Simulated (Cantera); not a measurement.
Charge: 1 mol PbO, 0.32 mol O2, 19 mol N2, equilibrated at 325 °C and 0.100 bar.

Cantera equilibrium calculation (NASA polynomials, part measured and part estimated; ideal gas, pure solids and liquids). Candidate condensed phases: Pb, PbO, PbO2, Pb3O4; 12 gas species. Rates play no part.

Base state: N2 0.983, O2 0.0166 (mole fractions); condensed: PbO(red).

Question: What changes in the equilibrium state with this change: temperature from 325 °C to 1225 °C?

Answer: 
```csv
species,before,after
N2,0.983,0.932
PbO,<1e-9,0.0440
O2,0.0166,0.0180
Pb,<1e-9,0.00506
NO,6.10e-9,0.000387
"PbO(red), mol",1.00,0
```
Gases not in the tables: (PbO)n polymers.
